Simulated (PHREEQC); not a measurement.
Make-up at 40 °C: 0.18 mol NaBr and 0.013 mol MnCl2 per kg of water. It is in equilibrium with CO2 at log p = -3.4 (atm). Otherwise closed; pH follows from the charge balance.

All values are PHREEQC results (ion-association model, phreeqc.dat), not measurements.

**Question.** The ionic strength comes out as 0.218 mol/kgw. What activity coefficients do Cl-, Mn+2, HCO3-, Na+, H+ get?

**Answer.** Cl- 0.70, Mn+2 0.31, HCO3- 0.74, Na+ 0.74, H+ 0.79.

Precipitation was switched off in this run. Constants without temperature data keep their 25 °C values here.
